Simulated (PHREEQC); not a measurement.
Make-up at 80 °C: 0.0011 mol H3PO4, 0.00014 mol Na2HPO4 and 0.03 mol KCl per kg of water. Closed to the air; pH follows from the charge balance.

Model: ion-association model, phreeqc.dat, run in PHREEQC.

Precipitation was switched off in this run.

### Question
What pH, specific conductance does the model give?

### Answer
pH 3.16; specific conductance 10700 µS/cm.

### Question
In which forms is P present?

### Answer
H2PO4- 87 %, H3PO4 13 % of the P.

Complexes and solids missing from the database can't appear. Constants without temperature data keep their 25 °C values here.
